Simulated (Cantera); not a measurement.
A perfectly stirred reactor is fed with 1.06 % C₂H₆, 98.9 % H₂, at 0.296 atm; it is held at 1398 K, and followed from long to short residence time.

Model: GRI-Mech 3.0 (53 species, 325 reactions), integrated in Cantera. GRI-Mech 3.0 stops at C3 and has no aromatics, soot or wall deposition, so with more carbon than oxygen in the feed, carbon stays in small species such as C2H2 where larger ones or solid carbon would form.

Predict: x(C₂H₆) at τ = 2.10 s; x(H₂) at τ = 2.10 s; x(CH₄) at τ = 2.10 s; x(C₂H₂) at τ = 2.10 s; x(C₂H₆) at τ = 0.100 s; x(H₂) at τ = 0.100 s; x(CH₄) at τ = 0.100 s; x(C₂H₂) at τ = 0.100 s.

x(C₂H₆) at τ = 2.10 s: 1.79e-5
x(H₂) at τ = 2.10 s: 0.985
x(CH₄) at τ = 2.10 s: 0.00897
x(C₂H₂) at τ = 2.10 s: 0.00473
x(C₂H₆) at τ = 0.100 s: 0.000117
x(H₂) at τ = 0.100 s: 0.987
x(CH₄) at τ = 0.100 s: 0.00583
x(C₂H₂) at τ = 0.100 s: 0.00511
